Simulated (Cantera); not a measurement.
A diamond (100) surface in a fixed gas of H2 with x(CH4) = 0.013, x(H) = 0.00088, at 1123 K, 1200 Pa; coverages are run to steady state.

Detailed kinetics in Cantera: the Harris–Goodwin 1993 mechanism for the reconstructed diamond (100) surface.

θ: site fractions in the mechanism's names (c6HH fully hydrogenated, c6H* and c6*H radical sites, c6** diradical, c6HM methylated).

```csv
x(CH3),growth (µm/h),θ c6HH,θ c6H*,θ c6*H,θ c6**,θ c6HM
1e-06,(withheld),0.509,0.0296,0.445,0.0169,2.32e-5
2.5e-06,(withheld),0.509,0.0296,0.445,0.0169,5.80e-5
6e-06,(withheld),0.509,0.0296,0.445,0.0169,0.000139
1.5e-05,(withheld),0.509,0.0295,0.444,0.0168,0.000347
3.6e-05,(withheld),0.508,0.0295,0.444,0.0167,0.000831
8.9e-05,(withheld),0.507,0.0295,0.443,0.0165,0.00204
0.00022,(withheld),0.505,0.0293,0.441,0.0160,0.00498
0.00054,(withheld),0.499,0.0289,0.435,0.0147,0.0118
0.0013,(withheld),0.487,0.0282,0.424,0.0124,0.0265
```

### Question
Some entries are withheld; supply them.

### Answer

- 1e-06, growth (µm/h): 0.000990
- 2.5e-06, growth (µm/h): 0.00247
- 6e-06, growth (µm/h): 0.00593
- 1.5e-05, growth (µm/h): 0.0148
- 3.6e-05, growth (µm/h): 0.0354
- 8.9e-05, growth (µm/h): 0.0867
- 0.00022, growth (µm/h): 0.210
- 0.00054, growth (µm/h): 0.488
- 0.0013, growth (µm/h): 1.06
